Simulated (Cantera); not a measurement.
# Equilibrium for tantalum, niobium, vanadium and zirconium in process gases: Zr + N₂O + N₂

Feed: 1 mol Zr, 8.3 mol N₂O, 7.5 mol N₂, at 1848.15 K and 10000 Pa.

Cantera equilibrium calculation (NASA polynomials, part measured and part estimated; ideal gas, pure solids and liquids). Candidate condensed phases: Zr, ZrN, ZrO₂; 13 gas species. Kinetics and transport are ignored.

```
Item                                  Value
--------------------------------  ---------
x(N₂)                                 0.831
x(O₂)                                 0.164
x(NO)                               0.00442
x(O)                               0.000243
x(NO₂)                              2.82e-6
n(ZrO₂(tetragonal))                1.00 mol
gas amount                        18.95 mol
log10 activity of Zr(β) (absent)     -19.55
```
